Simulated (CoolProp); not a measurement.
Vapour-liquid equilibrium of C3F8 (R218) (1) + R134a (2) at 330 kPa; x and y are mole fractions of (1).

Model: multi-fluid Helmholtz-energy mixture model, Lemmon 2006 and Tillner-Roth 1994; pair parameters Bell 2016, in CoolProp.

```csv
x,bubble temperature (°C),y at the bubble point,dew temperature at overall composition x (°C),liquid density (mol/L)
0.05,-0.9,0.170,2.1,12.31
0.15,-6.1,0.362,-0.4,11.72
0.25,-8.8,0.461,-3.1,11.12
0.35,-10.3,0.522,-5.8,10.55
0.45,-11.1,0.566,-8.5,10.03
0.55,-11.5,0.606,-10.8,9.562
0.65,-11.6,0.648,-11.6,9.139
0.75,-11.4,0.701,-10.9,8.758
0.85,-10.6,0.778,-9.5,8.409
0.95,-8.6,0.903,-7.8,8.074
```

y crosses x between x = 0.55 and 0.65: the model has an azeotrope there.

The pair parameters rest on a limited set of measurements; away from them the model extrapolates.
